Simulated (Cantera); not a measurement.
Input: 1 mol Si2Cl6, 0.11 mol NH3, held at 1048 K and 13300 Pa.

These are equilibrium values from Cantera (NASA tables, ideal gas, pure condensed phases), not measurements of a reactor. Candidate condensed phases: NH4Cl, Si, Si3N4; 28 gas species. The feed counts by its element totals alone. Mutual solubility and eutectic melting of coexisting phases are not modelled. The tables' values for SiCl3 are old estimates; treat these amounts as uncertain. The numbers say what is thermodynamically allowed, not how fast it happens.

Base state: SiCl4 0.852, H2 0.0696, SiHCl3 0.0456, SiCl3 0.0148, HCl 0.0133, SiCl2 0.00473, SiH2Cl2 0.000278 (mole fractions); condensed: Si(s) + Si3N4(s).

Task: What changes in the equilibrium state with this change: NH3 from 0.11 to 38 mol?

Result: 
```json
[
 {"species": "H2", "before": "0.0696", "after": "0.695"},
 {"species": "N2", "before": "<1e-9", "after": "0.227"},
 {"species": "HCl", "before": "0.0133", "after": "0.0771"},
 {"species": "SiCl4", "before": "0.852", "after": "2.52e-5"},
 {"species": "SiCl3", "before": "0.0148", "after": "2.39e-7"},
 {"species": "SiHCl3", "before": "0.0456", "after": "2.32e-6"},
 {"species": "SiCl2", "before": "0.00473", "after": "4.15e-8"},
 {"species": "NH3", "before": "<1e-9", "after": "1.58e-5"},
 {"species": "SiH2Cl2", "before": "0.000278", "after": "2.43e-8"},
 {"species": "Si(s), mol", "before": "0.394", "after": "0"},
 {"species": "Si3N4(s), mol", "before": "0.0275", "after": "0.666"}
]
```

Task: What changes in the equilibrium state with this change: temperature from 1048 K to 725 K?

Result: 
```json
[
 {"species": "SiCl4", "before": "0.852", "after": "0.872"},
 {"species": "H2", "before": "0.0696", "after": "0.0730"},
 {"species": "SiHCl3", "before": "0.0456", "after": "0.0541"},
 {"species": "SiCl3", "before": "0.0148", "after": "7.14e-5"},
 {"species": "HCl", "before": "0.0133", "after": "0.000363"},
 {"species": "SiCl2", "before": "0.00473", "after": "1.43e-6"},
 {"species": "SiH2Cl2", "before": "0.000278", "after": "0.000233"},
 {"species": "Si(s), mol", "before": "0.394", "after": "0.395"},
 {"species": "Si3N4(s), mol", "before": "0.0275", "after": "0.0275"}
]
```
